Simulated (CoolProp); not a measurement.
Values from CoolProp's reference Helmholtz-energy equation of state, Lemmon 2005. It is a short technical equation, of lower accuracy than the large ones.

**Question.** Give the vapour pressure (bar), vapour density (kg/m³), liquid cp (kJ/(kg K)) of saturated 1-butene at 37.95 °C.

**Answer.** 
| T (°C) | p (bar) | vapour density (kg/m³) | liquid cp (kJ/(kg K)) |
|---|---|---|---|
| 37.95 | 4.32 | 10.6 | 2.38 |
